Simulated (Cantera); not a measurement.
A perfectly stirred reactor is fed with 0.533 % CH₂O, 2.52 % O₂, 96.9 % N₂, equivalence ratio 0.21, at 2.10 bar; it is held at 1200 K, and followed from long to short residence time.

Model: GRI-Mech 3.0 (53 species, 325 reactions), integrated in Cantera.

Q: Predict: x(CH₂O) at τ = 7.60 s; x(O₂) at τ = 7.60 s; x(CH₂O) at τ = 0.230 s; x(O₂) at τ = 0.230 s; x(HCO) at τ = 0.230 s.

A: 
| Property | Result |
|---|---|
| x(CH₂O) at τ = 7.60 s | 9.92e-7 |
| x(O₂) at τ = 7.60 s | 0.0199 |
| x(CH₂O) at τ = 0.230 s | 1.25e-5 |
| x(O₂) at τ = 0.230 s | 0.0203 |
| x(HCO) at τ = 0.230 s | 3.04e-9 |
